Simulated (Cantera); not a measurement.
An adiabatic, constant-pressure homogeneous reactor starts with 2.71 % C3H8, 17.4 % O2, 79.9 % N2, equivalence ratio 0.78, at 1423 K and 1.00 bar.

Computed with Cantera and GRI-Mech 3.0 (53 species, 325 reactions). GRI-Mech 3.0 was tuned for natural gas; its chemistry of propane as a main component is partial and can be far from experiment.

Predict: time of steepest temperature rise; temperature at 0.200 s; equilibrium temperature; x(O2) at 0.200 s; x(NO2) at 0.200 s; x(O) at 0.200 s; x(HO2) at 0.200 s.


```json
{
  "time_of_steepest_temperature_rise": "0.192 ms",
  "temperature at 0.200 s": "2551 K",
  "equilibrium_temperature": "2551 K",
  "x(O2) at 0.200 s": "0.0371 (gas-phase equilibrium 0.0371)",
  "x(NO2) at 0.200 s": "3.68e-6 (gas-phase equilibrium 3.68e-6)",
  "x(O) at 0.200 s": "0.00359 (gas-phase equilibrium 0.00359)",
  "x(HO2) at 0.200 s": "4.30e-6 (gas-phase equilibrium 4.30e-6)"
}
```
